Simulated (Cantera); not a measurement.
An isothermal, constant-pressure homogeneous reactor starts with 2.62 % CH4, 0.291 % O2, 97.1 % N2, at 1100 K and 101000 Pa.

Detailed kinetics in Cantera: GRI-Mech 3.0 (53 species, 325 reactions). GRI-Mech 3.0 stops at C3 and has no aromatics, soot or wall deposition, so with more carbon than oxygen in the feed, carbon stays in small species such as C2H2 where larger ones or solid carbon would form.

Question: Predict: x(CH4) at 80.0 s; x(O2) at 80.0 s; x(CH2CO) at 80.0 s; x(CO) at 80.0 s; x(C2H2) at 80.0 s.

Answer: 
- x(CH4) at 80.0 s: 0.0256 (gas-phase equilibrium 0.0141)
- x(O2) at 80.0 s: 0.00257 (gas-phase equilibrium <1e-12)
- x(CH2CO) at 80.0 s: 8.07e-6 (gas-phase equilibrium 9.74e-10)
- x(CO) at 80.0 s: 0.000236 (gas-phase equilibrium 0.00574)
- x(C2H2) at 80.0 s: 6.21e-6 (gas-phase equilibrium 0.000254)
